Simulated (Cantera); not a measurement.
Mixture: CH3OH : O2 : N2 : H2O = 1 : 3.33 : 12.5 : 0.44 (molar parts), equivalence ratio 0.45, at 750 Torr, adiabatic and at constant pressure. Ignition delay is the time to a rise of 400 K.

Computed with Cantera and GRI-Mech 3.0 (53 species, 325 reactions). GRI-Mech 3.0 was tuned for natural gas; its chemistry of methanol as a main component is partial and can be far from experiment.

Task: Predict: delay at 1075 K; delay at 1125 K; delay at 1175 K; delay at 1225 K; delay at 1275 K; delay at 1325 K; delay at 1375 K; apparent activation energy between 1275 and 1375 K.

Result: 
```json
{
 "delay at 1075 K": "0.106 s",
 "delay at 1125 K": "39.5 ms",
 "delay at 1175 K": "16.1 ms",
 "delay at 1225 K": "7.13 ms",
 "delay at 1275 K": "3.42 ms",
 "delay at 1325 K": "1.76 ms",
 "delay at 1375 K": "0.967 ms",
 "apparent activation energy between 1275 and 1375 K": "180 kJ/mol"
}
```
